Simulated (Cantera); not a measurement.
# Metals in furnace atmospheres: Ti + CO

Input: 1 mol Ti, 3.4 mol CO, held at 1.30 mbar.

Cantera equilibrium calculation (NASA polynomials, part measured and part estimated; ideal gas, pure solids and liquids). Candidate condensed phases: C, Ti, TiC, TiO, TiO2, Ti2O3, Ti3O5, Ti4O7; 15 gas species. Mutual solubility and eutectic melting of coexisting phases are not modelled. TiC, TiO: taken at fixed stoichiometry. Condensed phases not in the tables: Magnéli phases beyond Ti4O7, solid solutions among these carbides, nitrides and lower oxides. Equilibrium is a limit: real reactors are often held back by kinetics, nucleation or transport.

| T (°C) | x CO | x CO2 | x TiO | x Ti | x TiO2 | n C(graphite) | n Ti4O7(s) | n Ti3O5(s) | n TiC(s) | n Ti2O3(s) | n TiO(s) |
|---|---|---|---|---|---|---|---|---|---|---|---|
| 825 | 1.000 | 0.000119 | <1e-12 | <1e-12 | <1e-12 | 1.75 | 0.250 | 0 | 0 | 0 | 0 |
| 900 | 1.000 | 3.63e-5 | <1e-12 | <1e-12 | <1e-12 | 1.67 | 0 | 0.333 | 0 | 0 | 0 |
| 975 | 1.000 | 2.50e-5 | <1e-12 | <1e-12 | <1e-12 | 0 | 0 | 0 | 0.600 | 0.200 | 0 |
| 1050 | 1.000 | 2.35e-5 | 2.45e-12 | <1e-12 | <1e-12 | 0 | 0 | 0 | 0.600 | 0.200 | 0 |
| 1125 | 1.000 | 2.23e-5 | 5.94e-11 | <1e-12 | 3.56e-12 | 0 | 0 | 0 | 0.600 | 0.200 | 0 |
| 1200 | 1.000 | 2.12e-5 | 1.03e-9 | 1.03e-11 | 4.16e-11 | 0 | 0 | 0 | 0.600 | 0.200 | 0 |
| 1275 | 1.000 | 2.03e-5 | 1.35e-8 | 2.46e-10 | 3.80e-10 | 0 | 0 | 0 | 0.600 | 0.200 | 0 |
| 1350 | 1.000 | 1.95e-5 | 1.38e-7 | 4.36e-9 | 2.81e-9 | 0 | 0 | 0 | 0.600 | 0.200 | 0 |
| 1425 | 1.000 | 1.88e-5 | 1.14e-6 | 5.97e-8 | 1.73e-8 | 0 | 0 | 0 | 0.600 | 0.200 | 0 |
| 1500 | 1.000 | 1.78e-5 | 7.49e-6 | 6.36e-7 | 8.42e-8 | 0 | 0 | 0 | 0.500 | 0 | 0.500 |
x: gas mole fraction; n: condensed amount in mol.

At 825 °C the condensed part is C(graphite) + Ti4O7(s). At 900 °C the condensed part is C(graphite) + Ti3O5(s). From 975 °C to 1425 °C the condensed part is TiC(s) + Ti2O3(s). At 1500 °C the condensed part is TiC(s) + TiO(s).
